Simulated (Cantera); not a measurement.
A closed system holds: 1 mol SiH4, 30 mol NH3, 1.9 mol N2, at 1050 K and 1.33 mbar.

Equilibrium computed with Cantera from the NASA thermochemical tables; the gas is ideal and each condensed phase is pure. Candidate condensed phases: Si, Si3N4; 18 gas species. The numbers say what is thermodynamically allowed, not how fast it happens.

Base state: H2 0.743, N2 0.257 (mole fractions); condensed: Si3N4(s).

Q: What changes in the equilibrium state with this change: SiH4 replaced by SiF4?

A: 
```json
[
 {"species": "H2", "before": "0.743", "after": "0.715"},
 {"species": "N2", "before": "0.257", "after": "0.269"},
 {"species": "SiF4", "before": "0", "after": "0.0156"},
 {"species": "HF", "before": "0", "after": "0.000821"},
 {"species": "SiHF3", "before": "0", "after": "6.41e-5"},
 {"species": "SiF3", "before": "0", "after": "2.53e-5"},
 {"species": "Si3N4(s), mol", "before": "0.333", "after": "0.00383"}
]
```
The tables' values for SiF3 are old estimates; treat these amounts as uncertain.
